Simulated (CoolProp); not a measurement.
A closed Brayton cycle with carbon dioxide: compressor inlet 314.15 K and 8.6 MPa, high pressure 22.4 MPa, turbine inlet 665 K, compressor efficiency 0.85, turbine efficiency 0.9, recuperator effectiveness 0 (on enthalpy, no pinch check). Each further row changes one setting.

Values from CoolProp's reference Helmholtz-energy equation of state, Span 1996.

| case | thermal efficiency (%) | net work (kJ/kg) | compressor to turbine work | compressor exit (K) | turbine exit (K) |
|---|---|---|---|---|---|
| as stated | 14.7 | 61.8 | 0.37 | 374.4 | 563.3 |
| turbine inlet 615 K | (withheld) | (withheld) | 0.40 | 374.4 | 517.1 |
| compressor inlet 324.15 K | (withheld) | (withheld) | (withheld) | 401.1 | 563.3 |
| high pressure 19 MPa | (withheld) | 54.1 | (withheld) | 363.8 | 580.5 |
| recuperator effectiveness 0.5 | (withheld) | 61.8 | 0.37 | 374.4 | 563.3 |

Task: Fill in the missing entries.

Result: 
- turbine inlet 615 K, thermal efficiency (%): 14.6
- turbine inlet 615 K, net work (kJ/kg): 52.3
- compressor inlet 324.15 K, thermal efficiency (%): 13.9
- compressor inlet 324.15 K, net work (kJ/kg): 50.7
- compressor inlet 324.15 K, compressor to turbine work: 0.48
- high pressure 19 MPa, thermal efficiency (%): 12.5
- high pressure 19 MPa, compressor to turbine work: 0.34
- recuperator effectiveness 0.5, thermal efficiency (%): 20.0
